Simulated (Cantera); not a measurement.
Charge: 1 mol CH3SiCl3, 0.029 mol CH4, 26 mol H2, equilibrated at 470 Pa.

Cantera equilibrium calculation (NASA polynomials, part measured and part estimated; ideal gas, pure solids and liquids). Candidate condensed phases: C, C6H6, C7H8, C8H18, Si, SiC; 109 gas species. The feed counts by its element totals alone. The tables' values for SiCl are old estimates; treat these amounts as uncertain. Gases not in the tables: Si2H6 and higher silanes. The numbers say what is thermodynamically allowed, not how fast it happens.

log p: log10 of the partial pressure in bar; n: condensed amount in mol.

```json
[
 {"T (K)": "1675", "log p H2": "-2.38", "log p H": "-5.12", "log p HCl": "-3.32", "log p Si": "-8.23", "log p Cl": "-6.17", "n C(graphite)": "0.0424", "n SiC(s)": "0.983"},
 {"T (K)": "1750", "log p H2": "-2.38", "log p H": "-4.82", "log p HCl": "-3.32", "log p Si": "-7.54", "log p Cl": "-5.88", "n C(graphite)": "0.0445", "n SiC(s)": "0.978"},
 {"T (K)": "1825", "log p H2": "-2.38", "log p H": "-4.54", "log p HCl": "-3.33", "log p Si": "-6.91", "log p Cl": "-5.61", "n C(graphite)": "0.0457", "n SiC(s)": "0.972"},
 {"T (K)": "1900", "log p H2": "-2.38", "log p H": "-4.29", "log p HCl": "-3.33", "log p Si": "-6.33", "log p Cl": "-5.36", "n C(graphite)": "0.0461", "n SiC(s)": "0.963"},
 {"T (K)": "1975", "log p H2": "-2.38", "log p H": "-4.06", "log p HCl": "-3.34", "log p Si": "-5.79", "log p Cl": "-5.14", "n C(graphite)": "0.0477", "n SiC(s)": "0.947"},
 {"T (K)": "2050", "log p H2": "-2.39", "log p H": "-3.84", "log p HCl": "-3.35", "log p Si": "-5.29", "log p Cl": "-4.93", "n C(graphite)": "0.0588", "n SiC(s)": "0.911"},
 {"T (K)": "2125", "log p H2": "-2.40", "log p H": "?", "log p HCl": "-3.36", "log p Si": "?", "log p Cl": "?", "n C(graphite)": "?", "n SiC(s)": "?"},
 {"T (K)": "2200", "log p H2": "-2.42", "log p H": "-3.46", "log p HCl": "-3.39", "log p Si": "-4.40", "log p Cl": "-4.56", "n C(graphite)": "0.237", "n SiC(s)": "0.598"},
 {"T (K)": "2275", "log p H2": "-2.44", "log p H": "?", "log p HCl": "-3.42", "log p Si": "-4.00", "log p Cl": "?", "n C(graphite)": "?", "n SiC(s)": "?"},
 {"T (K)": "2350", "log p H2": "-2.47", "log p H": "-3.14", "log p HCl": "-3.44", "log p Si": "-3.98", "log p Cl": "-4.26", "n C(graphite)": "0.491", "n SiC(s)": "0"}
]
```

**Question.** Some entries are withheld; supply them.

**Answer.** 
- 2125, log p H: -3.64
- 2125, log p Si: -4.83
- 2125, log p Cl: -4.74
- 2125, n C(graphite): 0.102
- 2125, n SiC(s): 0.823
- 2275, log p H: -3.29
- 2275, log p Cl: -4.41
- 2275, n C(graphite): 0.604
- 2275, n SiC(s): 0.0154
